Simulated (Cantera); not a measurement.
What does this Cantera script print?

```python
import numpy as np
import cantera as ct

gas = ct.Solution("gri30.yaml")
gas.TPX = 350, 56000, {'CH4': 1, 'O2': 1.43, 'N2': 5.37}
inlet = ct.Reservoir(gas, clone=True)
gas.equilibrate("HP")  # start burning
reactor = ct.IdealGasConstPressureReactor(gas, energy="on", clone=False)
exhaust = ct.Reservoir(gas, clone=True)
tau = [0.065, 0.029, 0.013, 0.0059, 0.0026, 0.0012, 0.00053, 0.00024, 0.00011, 4.8e-05, 2.2e-05][0]
for a, b in ((inlet, reactor), (reactor, exhaust)):
    ct.MassFlowController(a, b, mdot=lambda t: reactor.mass / tau)
net = ct.ReactorNet([reactor])
show = ['CH4', 'O2', 'H', 'NO', 'C2H4']

rows = []
print(f"{'tau/s':>10s}{'T/K':>9s}" + "".join(f"{s:>11s}" for s in show))
for tau in [0.065, 0.029, 0.013, 0.0059, 0.0026, 0.0012, 0.00053, 0.00024, 0.00011, 4.8e-05, 2.2e-05]:
    net.initial_time = 0.0
    net.advance(30 * tau)
    before = gas.X
    net.advance(40 * tau)
    drift = np.max(np.abs(gas.X - before) / (gas.X + 1e-9))
    rows.append([gas.T, *gas[show].X, drift])
    print(f"{tau:10.3e}{gas.T:9.1f}" + "".join(f"{x:11.3e}" for x in gas[show].X))
```

It prints:

```
     tau/s      T/K        CH4         O2          H         NO       C2H4
 6.500e-02   1997.7  8.939e-05  1.684e-04  2.413e-03  1.892e-04  1.735e-07
 2.900e-02   1991.2  1.240e-04  2.960e-04  3.032e-03  1.971e-04  3.789e-07
 1.300e-02   1983.5  1.899e-04  5.331e-04  3.642e-03  1.967e-04  9.328e-07
 5.900e-03   1974.1  3.194e-04  9.894e-04  4.142e-03  1.856e-04  2.595e-06
 2.600e-03   1959.6  5.937e-04  1.970e-03  4.503e-03  1.568e-04  8.285e-06
 1.200e-03   1934.6  1.140e-03  3.985e-03  4.642e-03  1.104e-04  2.622e-05
 5.300e-04   1865.5  2.974e-03  1.040e-02  3.946e-03  4.369e-05  1.232e-04
 2.400e-04    350.0  1.282e-01  1.833e-01 -5.624e-33 -1.917e-19 -1.110e-17
 1.100e-04    350.0  1.282e-01  1.833e-01 -6.170e-35 -1.479e-22 -8.567e-21
 4.800e-05    350.0  1.282e-01  1.833e-01  9.274e-36 -9.344e-24 -5.412e-22
 2.200e-05    350.0  1.282e-01  1.833e-01 -1.143e-37 -5.902e-25 -3.418e-23
```

Cantera simulation using GRI-Mech 3.0 (53 species, 325 reactions); the numbers are that mechanism's predictions, not measurements.
